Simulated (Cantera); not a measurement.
Input: 1 mol CuO, 0.9 mol C, 0.04 mol CO, held at 877 °C and 1.20 Torr.

Cantera equilibrium calculation (NASA polynomials, part measured and part estimated; ideal gas, pure solids and liquids). Candidate condensed phases: C, Cu, CuO, Cu2O; 15 gas species. Kinetics and transport are ignored.

Base state: CO 0.894, CO2 0.106 (mole fractions); condensed: Cu(s).

Question: What changes in the equilibrium state with this change: temperature from 877 °C to 1502 °C?

Answer: 
```csv
species,before,after
CO,0.894,0.668
Cu,1.81e-6,0.252
CO2,0.106,0.0795
Cu2,<1e-9,0.000434
"Cu(s), mol",1.000,0
"Cu(l), mol",0,0.681
```

Question: What changes in the equilibrium state with this change: CuO replaced by Fe2O3?

Answer: 
| species | before | after |
|---|---|---|
| CO | 0.894 | 0.825 |
| CO2 | 0.106 | 0.175 |
| Cu(s), mol | 1.000 | 0 |
| Fe(α), mol | 0 | 0.0642 |
| FeO(s), mol | 0 | 1.94 |
Mutual solubility and eutectic melting of coexisting phases are not modelled. The tables' stoichiometric FeO is somewhat more stable than real wüstite, so its field is too wide. FeO: taken at fixed stoichiometry. Further candidate phases: Fe, Fe(CO)5, FeO, Fe2O3, Fe3O4.

Question: What changes in the equilibrium state with this change: temperature from 877 °C to 1250 °C?

Answer: 
| species | before | after |
|---|---|---|
| CO | 0.894 | 0.887 |
| CO2 | 0.106 | 0.106 |
| Cu | 1.81e-6 | 0.00753 |
| Cu(s), mol | 1.000 | 0 |
| Cu(l), mol | 0 | 0.993 |
